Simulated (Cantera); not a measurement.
**Reactions in the system C-H-Ni-S**

Standard-state values (1 bar) from the NASA 1993 polynomials, evaluated with Cantera. Values are per mole of reaction as written; species without (g) are pure solids or liquids, kept so even where they would boil at 1 bar.

3 NiS2 + 4 CH3(g) = 3 Ni + 6 H2S(g) + 4 C

```tsv
T (K)	ΔH° (kJ)	ΔS° (J/K)	ΔG° (kJ)	log10 K
300	-316.6	354.9	-423.0	73.66
375	-319.9	345.1	-449.3	62.58
475	-323.5	336.4	-483.3	53.15
575	-326.3	331.0	-516.6	46.93
675	-327.7	328.7	-549.6	42.53
775	-330.9	324.4	-582.3	39.25
875	-334.0	320.6	-614.5	36.69
975	-337.3	317.0	-646.4	34.63
1075	-340.8	313.6	-677.9	32.94
```
